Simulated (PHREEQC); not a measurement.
Nickel, zinc or cadmium bath (model solution)

Solution (20 °C): 0.19 mol/kgw CdCl2 and 0.0017 mol/kgw H3BO3. Closed to the air; pH follows from the charge balance.

The numbers come from PHREEQC with the ion-association model, phreeqc.dat.

| Item | Value |
|---|---|
| pH | 5.29 |
| ionic strength | 0.195 mol/kgw |
| activity of water | 0.994 |
| density | 1.028 g/cm³ |

```json
[
 {"species": "Cl-", "molality": "0.166", "activity": "0.119", "log γ": "-0.143"},
 {"species": "CdCl+", "molality": "0.119", "activity": "0.0892", "log γ": "-0.125"},
 {"species": "CdCl2", "molality": "0.0416", "activity": "0.0435", "log γ": "0.019"},
 {"species": "Cd+2", "molality": "0.0253", "activity": "0.00798", "log γ": "-0.501"},
 {"species": "CdCl3-", "molality": "0.00404", "activity": "0.00303", "log γ": "-0.125"},
 {"species": "H3BO3", "molality": "0.00170", "activity": "0.00178", "log γ": "0.019"},
 {"species": "H+", "molality": "6.47e-6", "activity": "5.18e-6", "log γ": "-0.097"},
 {"species": "CdOHCl", "molality": "6.07e-6", "activity": "6.35e-6", "log γ": "0.019"},
 {"species": "H2BO3-", "molality": "2.40e-7", "activity": "1.80e-7", "log γ": "-0.125"},
 {"species": "CdOH+", "molality": "1.17e-7", "activity": "8.73e-8", "log γ": "-0.125"}
]
```

No solid was allowed to form.
